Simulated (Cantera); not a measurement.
**Halide evaporation, hydrolysis and transport: KCl + HF + N₂**

Input: 1 mol KCl, 0.04 mol HF, 9.3 mol N₂, at 3.00e-6 bar.

Equilibrium computed with Cantera from the NASA thermochemical tables; the gas is ideal and each condensed phase is pure. Candidate condensed phases: K, KCl, KF, KHF₂, NH₄Cl; 33 gas species. Equilibrium is a limit: real reactors are often held back by kinetics, nucleation or transport.

From 625 °C to 1825 °C nothing is condensed. The main K-bearing gas is KCl at 625 °C and K at 1825 °C.

```csv
T (°C),x N₂,x KCl,x Cl,x K,x HF,x H,x KF,x HCl
625,0.900,0.0946,6.84e-8,3.95e-9,0.00367,1.13e-11,0.000199,0.000199
725,0.899,0.0962,6.84e-7,1.27e-7,0.00356,6.55e-10,0.000312,0.000312
825,0.899,0.0962,4.81e-6,2.01e-6,0.00342,1.69e-8,0.000446,0.000443
925,0.899,0.0961,2.70e-5,1.81e-5,0.00327,2.28e-7,0.000599,0.000590
1025,0.899,0.0958,0.000127,0.000107,0.00310,1.89e-6,0.000764,0.000743
1125,0.899,0.0953,0.000507,0.000464,0.00293,1.09e-5,0.000938,0.000895
1225,0.898,0.0938,0.00171,0.00161,0.00274,4.77e-5,0.00112,0.00103
1325,0.895,0.0902,0.00492,0.00470,0.00253,0.000166,0.00132,0.00109
1425,0.888,0.0823,0.0122,0.0117,0.00227,0.000459,0.00155,0.00103
1525,0.876,0.0675,0.0259,0.0249,0.00193,0.000985,0.00182,0.000806
1625,0.858,0.0461,0.0457,0.0441,0.00154,0.00164,0.00210,0.000487
1725,0.840,0.0243,0.0658,0.0638,0.00117,0.00220,0.00226,0.000227
1825,0.828,0.0101,0.0788,0.0768,0.000844,0.00262,0.00211,8.90e-5
```
x: gas mole fraction; nothing condenses.
